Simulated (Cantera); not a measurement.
Input: 1 mol Pb, 0.14 mol CO, 52 mol N₂.

Cantera equilibrium calculation (NASA polynomials, part measured and part estimated; ideal gas, pure solids and liquids). Candidate condensed phases: C, Pb, PbO, PbO₂, Pb₃O₄; 27 gas species. The numbers say what is thermodynamically allowed, not how fast it happens.

Stable condensed phases, one row left out:

```
T in °C \ P in Pa
              10      32     100     320    1000    3200   10000   32000  100000  320000 1000000
   1275        A       A       A       A       A       A       A       A       A       B       B
   1200        A       A       A       A       A       A       A       A       A       B       B
   1125        A       A       A       A       A       A       A       A       B       B       B
    975        A       A       A       A       A       A       B       B       B       B       C
    900        A       A       A       A       A       B       B       B       B       C       C
    825        A       A       A       A       B       B       B       B       C       C       C
    750        A       A       A       B       B       B       B       C       C       C       C
    675        A       B       B       B       B       C       C       C       C       C       C
    600        B       B       B       B       C       C       C       C       C       C       C
    525        B       B       C       C       C       C       C       C       C       C       C
```

A: gas only; B: Pb; C: C + Pb.

Problem. Give the row for 1050 °C.

Solution. 10: gas only; 32: gas only; 100: gas only; 320: gas only; 1000: gas only; 3200: gas only; 10000: gas only; 32000: Pb; 100000: Pb; 320000: Pb; 1000000: C + Pb.
